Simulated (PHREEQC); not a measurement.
**Copper plating or etch bath: speciation**

Make-up at 20 °C: 0.011 mol Cu(BF4)2, 0.26 mol HCl and 0.49 mol Na2SO4 per kg of water. Closed to the air; pH follows from the charge balance.

Computed with PHREEQC (ion-association model, phreeqc.dat).

This is a speciation only: nothing precipitates in the calculation.

Problem. What pH, activity of water does the model give?

Solution. pH 1.21; activity of water 0.971.

Problem. In which forms is Na present?

Solution. Na+ 87 %, NaSO4- 13 % of the Na.

The ionic strength is past about 0.7 mol/kgw, beyond the range of this activity model, so the values are rough. Complexes and solids missing from the database can't appear. Real BF4- forms and hydrolyses slowly; the run takes it at equilibrium.
